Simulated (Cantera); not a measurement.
What does this Cantera script print?

```python
import numpy as np
import cantera as ct

surf = ct.Interface("ptcombust.yaml", "Pt_surf")
gas = surf.adjacent["gas"]
gas.TPX = 300, 4500, {'CH4': 0.01, 'O2': 0.058, 'N2': 0.79}
jet = ct.ImpingingJet(gas=gas, width=0.037, surface=surf)
jet.inlet.mdot, jet.inlet.T, jet.inlet.X = 0.13, 300, {'CH4': 0.01, 'O2': 0.058, 'N2': 0.79}
jet.set_refine_criteria(ratio=10, slope=0.2, curve=0.3)
show, cover = ['CH4', 'O2', 'H2O', 'OH', 'CO', 'CO2'], ["PT(S)", "H(S)", "O(S)", "OH(S)", "CO(S)", "C(S)"]

rows = []
print(f"{'Ts/K':>7s}" + "".join(f"{s:>11s}" for s in show + cover) + "   (gas at the wall, coverages)")
for i, Ts in enumerate([900, 950, 1000, 1050, 1100]):
    jet.surface.T = Ts
    if i == 0:
        surf.TP = Ts, 4500
        surf.coverages = "PT(S):0.5, O(S):0.5"
        surf.advance_coverages(1.0)
        jet.set_initial_guess(products="inlet")
    jet.solve(loglevel=0, auto=(i == 0))
    rows.append([*(jet.X[gas.species_index(s), -1] for s in show), *surf[cover].coverages])
    print(f"{Ts:7g}" + "".join(f"{x:11.3e}" for x in rows[-1]))
```

Result:

```
   Ts/K        CH4         O2        H2O         OH         CO        CO2      PT(S)       H(S)       O(S)      OH(S)      CO(S)       C(S)   (gas at the wall, coverages)
    900  9.020e-03  6.201e-02  4.907e-03  1.729e-08  4.040e-06  3.219e-03  2.666e-01  3.920e-08  7.330e-01  4.411e-04  4.430e-06  1.577e-08
    950  7.764e-03  5.935e-02  7.227e-03  5.763e-08  4.851e-06  4.750e-03  3.419e-01  9.720e-08  6.577e-01  4.682e-04  3.504e-06  1.678e-08
   1000  6.585e-03  5.686e-02  9.393e-03  1.628e-07  5.645e-06  6.181e-03  4.175e-01  2.060e-07  5.821e-01  4.615e-04  2.667e-06  1.668e-08
   1050  5.582e-03  5.474e-02  1.123e-02  4.014e-07  6.481e-06  7.395e-03  4.913e-01  3.895e-07  5.082e-01  4.326e-04  2.014e-06  1.604e-08
   1100  4.781e-03  5.305e-02  1.268e-02  8.923e-07  7.464e-06  8.358e-03  5.612e-01  6.741e-07  4.384e-01  3.917e-04  1.536e-06  1.524e-08
```

Computed with Cantera and Deutschmann's 1995 Pt surface mechanism with GRI-Mech 3.0 gas chemistry. Catalytic surfaces can have several steady states; this one follows from the mechanism file's or the stated starting coverage.
